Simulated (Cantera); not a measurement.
A perfectly stirred reactor is fed with CO : O2 : H2O : N2 = 0.0019 : 0.0025 : 0.00062 : 1 (molar parts), equivalence ratio 0.38, at 2.60 bar; it is held at 1275 K, and followed from long to short residence time.

Computed with Cantera and GRI-Mech 3.0 (53 species, 325 reactions).

Task: Predict: x(CO) at τ = 0.950 s; x(O2) at τ = 0.950 s; x(H2O) at τ = 0.950 s; x(O) at τ = 0.950 s; x(N2O) at τ = 0.950 s; x(CO) at τ = 90.0 ms; x(O2) at τ = 90.0 ms; x(H2O) at τ = 90.0 ms; x(O) at τ = 90.0 ms; x(N2O) at τ = 90.0 ms.

Result: 
* **x(CO) at τ = 0.950 s**: 8.33e-5
* **x(O2) at τ = 0.950 s**: 0.00158
* **x(H2O) at τ = 0.950 s**: 0.000615
* **x(O) at τ = 0.950 s**: 2.51e-6
* **x(N2O) at τ = 0.950 s**: 1.42e-6
* **x(CO) at τ = 90.0 ms**: 0.000389
* **x(O2) at τ = 90.0 ms**: 0.00173
* **x(H2O) at τ = 90.0 ms**: 0.000610
* **x(O) at τ = 90.0 ms**: 1.07e-5
* **x(N2O) at τ = 90.0 ms**: 1.29e-6
